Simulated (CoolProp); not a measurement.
The fluid at 317.77 K and 0.772 MPa (gas) is heated at constant pressure to 425.8 K. The same conditions are run with several fluids, on thermodynamics alone (safety and materials aside).

Computed with CoolProp (reference Helmholtz-energy equation of state of each fluid (carbonyl sulfide: Lemmon 2006; sulfur hexafluoride: Guder 2009; R115: Lemmon 2016; ethylene: Smukala 2000; CF4 (R14): Platzer 1990)). The equations of Platzer and Polt are older, rougher fits.

| fluid | heat (kJ/kg) | final density (kg/m³) |
|---|---|---|
| carbonyl sulfide | 85.1 | 13.5 |
| sulfur hexafluoride | 84.6 | 32.7 |
| R115 | 90.5 | 35.2 |
| ethylene | 198 | 6.20 |
| CF4 (R14) | 86.5 | 19.3 |
